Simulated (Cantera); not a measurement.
**C₂F₆ + F₂ + CH₄ (fluorocarbon and chlorocarbon gases)**

A closed system holds: 1 mol C₂F₆, 2.3 mol F₂, 0.07 mol CH₄, equilibrated at 577 °C and 0.210 Torr.

Equilibrium computed with Cantera from the NASA thermochemical tables; the gas is ideal and each condensed phase is pure. Candidate condensed phases: C, C₆H₆, C₇H₈, C₈H₁₈; 95 gas species. The feed counts by its element totals alone. Condensed phases not in the tables: fluorocarbon polymer. Gases not in the tables: C₂F₆ and larger saturated fluorocarbons. Rates play no part.

```yaml
x(CF₄): 0.517
x(F): 0.317
x(F₂): 0.0959
x(HF): 0.0699
gas_amount: 4.006 mol
log10 activity of C(graphite) (absent): -44.11
```
